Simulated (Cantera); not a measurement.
Feed: 1 mol Cu2O, 2.3 mol CO, 0.21 mol H2, equilibrated at 12.0 mbar.

These are equilibrium values from Cantera (NASA tables, ideal gas, pure condensed phases), not measurements of a reactor. Candidate condensed phases: C, C6H6, C7H8, C8H18, Cu, CuO, Cu(OH)2, Cu2O, H2O; 113 gas species. Equilibrium is a limit: real reactors are often held back by kinetics, nucleation or transport.

Problem. Which condensed phases are stable at each of these points (T (K)): 1925, 1975, 2025, 2075, 2125, 2175, 2225, 2275, 2325, 2375, 2425, 2475, 2525, 2575?

Solution. 
```json
[
 {"T (K)": "1925", "condensed phases": "Cu(l)", "Cu condensed (%)": "73.4"},
 {"T (K)": "1975", "condensed phases": "Cu(l)", "Cu condensed (%)": "49.8"},
 {"T (K)": "2025", "condensed phases": "gas only", "Cu condensed (%)": "0.0"},
 {"T (K)": "2075", "condensed phases": "gas only", "Cu condensed (%)": "0.0"},
 {"T (K)": "2125", "condensed phases": "gas only", "Cu condensed (%)": "0.0"},
 {"T (K)": "2175", "condensed phases": "gas only", "Cu condensed (%)": "0.0"},
 {"T (K)": "2225", "condensed phases": "gas only", "Cu condensed (%)": "0.0"},
 {"T (K)": "2275", "condensed phases": "gas only", "Cu condensed (%)": "0.0"},
 {"T (K)": "2325", "condensed phases": "gas only", "Cu condensed (%)": "0.0"},
 {"T (K)": "2375", "condensed phases": "gas only", "Cu condensed (%)": "0.0"},
 {"T (K)": "2425", "condensed phases": "gas only", "Cu condensed (%)": "0.0"},
 {"T (K)": "2475", "condensed phases": "gas only", "Cu condensed (%)": "0.0"},
 {"T (K)": "2525", "condensed phases": "gas only", "Cu condensed (%)": "0.0"},
 {"T (K)": "2575", "condensed phases": "gas only", "Cu condensed (%)": "0.0"}
]
```

From 1925 K to 1975 K the condensed part is Cu(l). From 2025 K to 2575 K nothing is condensed.
